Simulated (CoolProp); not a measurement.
R404A along the isotherm 117.85 °C: fugacity coefficient from the reference equation and from simpler models built on Tc = 72.1 °C, pc = 3.735 MPa, ω = 0.293; each cubic takes its own stable root.

Values from CoolProp's reference Helmholtz-energy equation of state, Lemmon 2003. It is a pseudo-pure fit of the blend.

```tsv
p (MPa)	phase	reference
0.0591	gas	0.9963
0.0919	gas	0.9943
0.143	gas	0.9911
0.223	gas	0.9861
0.347	gas	0.9784
0.54	gas	0.9665
0.842	gas	0.9480
1.31	gas	0.9198
2.04	gas	0.8766
3.18	gas	0.8114
4.95	supercritical	0.7153
7.7	supercritical	0.5845
12	supercritical	0.4601
18.7	supercritical	0.3792
```

### Question
How far does each simpler model (van der Waals, Redlich-Kwong, Soave-Redlich-Kwong, Peng-Robinson) lie from the reference over these 14 states: mean and median of the absolute difference, and the worst?

### Answer
- van der Waals: mean 1.2 %, median 0.3 %, worst +9.9 % at 117.85 °C and 18.7 MPa
- Redlich-Kwong: mean 0.5 %, median 0.1 %, worst +3.1 % at 117.85 °C and 18.7 MPa
- Soave-Redlich-Kwong: mean 2.5 %, median 0.5 %, worst +14.1 % at 117.85 °C and 18.7 MPa
- Peng-Robinson: mean 0.8 %, median 0.3 %, worst +3.6 % at 117.85 °C and 18.7 MPa
